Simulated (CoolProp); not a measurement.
Vapour-liquid equilibrium of diethyl ether (1) + benzene (2) at 301.8 K; x and y are mole fractions of (1).

Values from CoolProp's multi-fluid Helmholtz-energy mixture model, Thol 2014 and Thol 2012; pair parameters Bell 2016.

| x | bubble pressure, mixture model (kPa) | bubble pressure, Raoult's law (kPa) | y, mixture model | y, Raoult's law |
|---|---|---|---|---|
| 0.05 | 18.31 | 18.34 | 0.220 | 0.224 |
| 0.125 | … | 23.37 | 0.432 | 0.439 |
| 0.2 | 28.17 | 28.40 | … | 0.578 |
| 0.275 | 33.09 | 33.43 | 0.667 | 0.675 |
| 0.35 | … | 38.46 | 0.739 | 0.747 |
| 0.425 | 42.97 | 43.49 | 0.795 | 0.802 |
| 0.5 | 47.95 | 48.52 | 0.839 | 0.846 |
| 0.575 | … | 53.55 | 0.876 | 0.881 |
| 0.65 | 58.02 | 58.58 | 0.906 | 0.910 |
| 0.725 | 63.11 | 63.61 | 0.932 | 0.935 |
| 0.8 | 68.24 | 68.64 | 0.954 | 0.956 |
| 0.875 | 73.40 | 73.67 | 0.973 | 0.975 |
| 0.95 | … | 78.70 | 0.990 | 0.990 |

Question: Complete the blanks.

Answer: 
- 0.125, bubble pressure, mixture model (kPa): 23.25
- 0.2, y, mixture model: 0.570
- 0.35, bubble pressure, mixture model (kPa): 38.02
- 0.575, bubble pressure, mixture model (kPa): 52.96
- 0.95, bubble pressure, mixture model (kPa): 78.59

The largest gap from Raoult's law is -1.2 % in bubble pressure, at x = 0.425. No azeotrope shows between x = 0.05 and 0.95.

The pair parameters rest on a limited set of measurements; away from them the model extrapolates.
